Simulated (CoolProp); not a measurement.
Vapour-liquid equilibrium of CHF3 (R23) (1) + sulfur hexafluoride (2) at 1380 kPa; x and y are mole fractions of (1).

Values from CoolProp's multi-fluid Helmholtz-energy mixture model, Penoncello 2003 and Guder 2009; pair parameters Bell 2016.

Give the bubble temperature and the first vapour's composition at x = 0.5, 0.65, 0.8. Is there an azeotrope?

x = 0.5: 254.0 K, y = 0.622; x = 0.65: 252.5 K, y = 0.707; x = 0.8: 251.9 K, y = 0.806. y crosses x between x = 0.8 and 0.95: the model has an azeotrope there.

The pair parameters rest on a limited set of measurements; away from them the model extrapolates.
